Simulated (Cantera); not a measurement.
Input: 1 mol PbO, 5.6 mol CO, 23 mol H₂, equilibrated at 848.15 K and 10.0 Torr.

Equilibrium computed with Cantera from the NASA thermochemical tables; the gas is ideal and each condensed phase is pure. Candidate condensed phases: C, C₆H₆, C₇H₈, C₈H₁₈, H₂O, Pb, PbO, PbO₂, Pb₃O₄; 113 gas species. Kinetics and transport are ignored.

Base state: H₂ 0.780, CO 0.178, H₂O 0.0225, CO₂ 0.0158, CH₄ 0.00315, Pb 2.25e-5 (mole fractions); condensed: Pb(l).

**Question.** What changes in the equilibrium state with this change: temperature from 848.15 K to 973.15 K?

**Answer.** 
```tsv
species	before	after
H₂	0.780	0.778
CO	0.178	0.186
H₂O	0.0225	0.0253
CO₂	0.0158	0.00973
CH₄	0.00315	4.91e-5
Pb	2.25e-5	0.000658
Pb(l), mol	0.999	0.981
```

**Question.** What changes in the equilibrium state with this change: pressure from 10.0 Torr to 75.0 Torr?

**Answer.** 
```json
[
 {"species": "H₂", "before": "0.780", "after": "0.745"},
 {"species": "CO", "before": "0.178", "after": "0.121"},
 {"species": "H₂O", "before": "0.0225", "after": "0.0661"},
 {"species": "CH₄", "before": "0.00315", "after": "0.0354"},
 {"species": "CO₂", "before": "0.0158", "after": "0.0331"},
 {"species": "Pb", "before": "2.25e-5", "after": "3.01e-6"},
 {"species": "Pb(l), mol", "before": "0.999", "after": "1.000"},
 {"species": "C(graphite), mol", "before": "0", "after": "0.663"}
]
```
